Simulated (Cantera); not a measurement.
# Ignition delay

Mixture: 8.26 % CO, 6.85 % H2, 1.98 % CH4, 23.0 % O2, 59.9 % N2, at 95000 Pa, adiabatic and at constant pressure. Ignition delay is the time to a rise of 400 K.

Cantera simulation using GRI-Mech 3.0 (53 species, 325 reactions); the numbers are that mechanism's predictions, not measurements. Where the delays flatten at high temperature, the 400 K rule measures the pace of heat release, not the induction time.

| T0 (K) | delay (ms) |
|---|---|
| 1273 | 0.0641 |
| 1373 | 0.0431 |
| 1473 | 0.0328 |
| 1573 | 0.0275 |
| 1673 | 0.0248 |
| 1773 | 0.0239 |
| 1873 | 0.0244 |
| 1973 | 0.0262 |
| 2073 | 0.0293 |
